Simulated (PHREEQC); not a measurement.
1.7 g of hydrous ferric oxide (600 m²/g; 0.2 weak and 0.005 strong sites per Fe, Dzombak-Morel constants, diffuse double layer) in 1 kg of water with 0.005 mol/kgw of an inert sodium salt, at 25 °C; the pH is set by adding NaOH or the inert anion's acid. O2 is buffered at 0.21 atm. CO2 from the air is kept out. Nothing may precipitate in this run.

Equilibrium calculation in PHREEQC: ion-association model, wateq4f.dat.

```
pH    surface charge σ (C/m²)  surface potential ψ (mV)
----  -----------------------  ------------------------
4                       0.191                       192
4.38                    0.148                       180
5.12                      ___                       ___
5.5                     0.061                       ___
5.88                    0.043                       119
6.62                    0.020                        82
7                       0.013                       ___
7.38                    0.007                       ___
8.12                      ___                        -1
8.5                       ___                       -22
8.88                   -0.008                       ___
9.62                   -0.020                       -83
10                     -0.031                      -103
```

### Question
Fill in the missing entries.

### Answer

- 5.12, surface charge σ (C/m²): 0.084
- 5.12, surface potential ψ (mV): 153
- 5.5, surface potential ψ (mV): 137
- 7, surface potential ψ (mV): 62
- 7.38, surface potential ψ (mV): 41
- 8.12, surface charge σ (C/m²): 0.000
- 8.5, surface charge σ (C/m²): -0.004
- 8.88, surface potential ψ (mV): -43
